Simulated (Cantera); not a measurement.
Feed: 1 mol SiHCl3, 0.039 mol HCl, 220 mol H2, equilibrated at 1202 °C and 13300 Pa.

Cantera equilibrium calculation (NASA polynomials, part measured and part estimated; ideal gas, pure solids and liquids). Candidate condensed phases: Si; 19 gas species. Rates play no part.

Base state: H2 0.987, HCl 0.0126, SiCl2 0.000509, H 3.53e-5 (mole fractions); condensed: Si(s).

What changes in the equilibrium state with this change: H2 from 220 to 84 mol?


```tsv
species	before	after
H2	0.987	0.968
HCl	0.0126	0.0293
SiCl2	0.000509	0.00279
SiCl3	6.94e-6	8.92e-5
SiHCl3	2.38e-6	3.03e-5
Si(s), mol	0.884	0.747
```
The tables' values for SiCl3 are old estimates; treat these amounts as uncertain.
